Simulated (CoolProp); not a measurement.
Properties of oxygen along the isobar 0.101 MPa.

The numbers come from the reference Helmholtz-energy equation of state, Schmidt 1985 in CoolProp.

```tsv
T (°C)	phase	isothermal compressibility (1/MPa)	expansivity (1/kK)	Prandtl number
-175.25	gas	10.16	10.96	0.796
-170.05	gas	10.13	10.31	0.791
-164.85	gas	10.10	9.743	0.787
-159.65	gas	10.07	9.237	0.784
-154.45	gas	10.05	8.784	0.780
-149.25	gas	10.03	8.375	0.776
-144.05	gas	10.02	8.005	0.772
-138.85	gas	10.00	7.669	0.768
-133.65	gas	9.992	7.361	0.765
-128.45	gas	9.983	7.078	0.762
-123.35	gas	9.975	6.822	0.759
-118.15	gas	9.967	6.580	0.756
-112.95	gas	9.961	6.356	0.754
-107.75	gas	9.956	6.146	0.751
-102.55	gas	9.951	5.951	0.749
```

Viscosity comes from a separate model (Lemmon 2004). Thermal conductivity comes from a separate model (Lemmon 2004).
